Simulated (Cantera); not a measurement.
Charge: 1 mol C3H8, 5.9 mol H2O, 3.8 mol N2, 0.58 mol O2, equilibrated at 13300 Pa.

Equilibrium computed with Cantera from the NASA thermochemical tables; the gas is ideal and each condensed phase is pure. Candidate condensed phases: C, C6H6, C7H8, C8H18, H2O; 169 gas species. Ions and electrons are included (thermal ionisation). Equilibrium is a limit: real reactors are often held back by kinetics, nucleation or transport. All values below are at 4750 K.

Base state: H 0.637, O 0.130, N2 0.114, CO 0.0972, N 0.0165, H2 0.00236, NO 0.00140, OH 0.000885 (mole fractions); condensed: gas only.

What changes in the equilibrium state with this change: C3H8 replaced by n-butane?


| species | before | after |
|---|---|---|
| H | 0.637 | 0.659 |
| CO | 0.0972 | 0.122 |
| N2 | 0.114 | 0.107 |
| O | 0.130 | 0.0918 |
| N | 0.0165 | 0.0160 |
| O2 | 8.75e-5 | 4.40e-5 |
| C | 0.000146 | 0.000257 |
| CN | 1.85e-5 | 3.16e-5 |
| NO | 0.00140 | 0.000963 |

What changes in the equilibrium state with this change: C3H8 replaced by CO?


```
species    before     after
-------  --------  --------
H           0.637     0.492
O           0.130     0.291
N2          0.114     0.149
CO         0.0972    0.0420
N          0.0165    0.0189
C        0.000146   2.80e-5
O2        8.75e-5  0.000442
CN        1.85e-5   4.06e-6
NO        0.00140   0.00359
OH       0.000885   0.00154
```

What changes in the equilibrium state with this change: C3H8 replaced by C2H5OH?


```tsv
species	before	after
H	0.637	0.592
O	0.130	0.200
N2	0.114	0.118
CO	0.0972	0.0671
N	0.0165	0.0168
O2	8.75e-5	0.000208
C	0.000146	6.51e-5
```
